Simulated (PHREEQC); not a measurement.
0.37 g of hydrous ferric oxide (600 m²/g; 0.2 weak and 0.005 strong sites per Fe, Dzombak-Morel constants, diffuse double layer) in 1 kg of water with 0.1 mol/kgw of an inert sodium salt and 2.1e-05 mol/kgw CuSO4, at 25 °C; the pH is set by adding NaOH or the inert anion's acid. Oxygen alone is held at its pressure in air (log pO2 = -0.68). No CO2 enters from the air. No solid was allowed to form.

All values are PHREEQC results (ion-association model, wateq4f.dat), not measurements.

```csv
pH,S sorbed (%),Cu sorbed (%),surface charge σ (C/m²),surface potential ψ (mV)
4,98.5,3.3,0.306,144
4.67,96.8,32.5,0.242,132
5.33,89.6,82.8,0.171,115
6,62.9,98.4,0.109,92
6.67,20.4,99.9,0.064,68
7.33,2.8,100.0,0.031,39
8,0.2,100.0,0.006,8
8.67,0.0,99.9,-0.019,-25
9.33,0.0,99.9,-0.048,-55
10,0.0,99.9,-0.090,-83
10.67,0.0,99.7,-0.148,-107
11.33,0.0,99.0,-0.221,-127
12,0.0,93.8,-0.295,-139
```

The database's constant for dissolved Cu(OH)2 is higher than later reviews accept.
